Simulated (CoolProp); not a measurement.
Vapour-liquid equilibrium of isopentane (1) + R365MFC (2) at 78.85 °C; x and y are mole fractions of (1).

Model: multi-fluid Helmholtz-energy mixture model, Lemmon 2006 and Lemmon 2016; pair parameters Bell 2016, in CoolProp.

| x | bubble pressure (kPa) | y at the bubble point | dew pressure at overall composition x (kPa) | liquid density (mol/L) |
|---|---|---|---|---|
| 0.05 | 382.6 | 0.140 | 355.0 | 7.613 |
| 0.2 | 469.4 | 0.373 | 403.1 | 7.521 |
| 0.35 | 514.8 | 0.491 | 460.0 | 7.454 |
| 0.5 | 535.6 | 0.569 | 517.7 | 7.426 |
| 0.65 | 540.5 | 0.638 | 539.9 | 7.446 |
| 0.8 | 527.9 | 0.727 | 508.3 | 7.519 |
| 0.95 | 478.0 | 0.896 | 460.7 | 7.644 |

y crosses x between x = 0.5 and 0.65: the model has an azeotrope there.

The pair parameters rest on a limited set of measurements; away from them the model extrapolates.
